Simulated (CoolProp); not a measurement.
Vapour-liquid equilibrium of R134a (1) + R236FA (2) at 84.5 kPa; x and y are mole fractions of (1).

The numbers come from the multi-fluid Helmholtz-energy mixture model, Tillner-Roth 1994 and Pan 2012; pair parameters Bell 2016 in CoolProp.

```
x     bubble temperature (°C)  y at the bubble point  dew temperature at overall composition x (°C)  liquid density (mol/L)
----  -----------------------  ---------------------  ---------------------------------------------  ----------------------
0.05                        …                  0.123                                              …                   9.766
0.2                     -12.8                      …                                           -9.0                   10.28
0.35                    -17.0                  0.603                                          -11.7                   10.82
0.5                     -20.7                  0.743                                          -14.7                   11.39
0.65                        …                      …                                          -18.2                   12.00
0.8                     -26.7                  0.924                                          -22.4                   12.66
0.95                    -29.2                      …                                          -27.7                   13.36
```

### Question
Fill in the missing entries.

### Answer

- 0.05, bubble temperature (°C): -7.7
- 0.05, dew temperature at overall composition x (°C): -6.5
- 0.2, y at the bubble point: 0.407
- 0.65, bubble temperature (°C): -23.9
- 0.65, y at the bubble point: 0.847
- 0.95, y at the bubble point: 0.984

No azeotrope shows between x = 0.05 and 0.95.

Pair parameters are fitted to limited data, so mixtures are less certain than the pure fluids.
